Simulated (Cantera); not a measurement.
An adiabatic, constant-volume homogeneous reactor starts with C₃H₈ : O₂ : N₂ : H₂O = 1 : 6.67 : 25.1 : 8 (molar parts), equivalence ratio 0.75, at 1175 K and 750 Torr.

Computed with Cantera and GRI-Mech 3.0 (53 species, 325 reactions). GRI-Mech 3.0 was tuned for natural gas; its chemistry of propane as a main component is partial and can be far from experiment.

One state of this run: T (K) = 1186; P (bar) = 1.02; x C₃H₈ = 0.0180; x O₂ = 0.160; x H₂O = 0.198; x CH₂ = 4.46e-10; x OH = 6.26e-7; x HCO = 2.11e-8. x: mole fraction; the columns are a selection and need not sum to one.

Problem. Which value of t (s) does it belong to?
A) 0.00981
B) 1.00
C) 3.03e-5
D) 3.00e-6

Solution. A, 0.00981
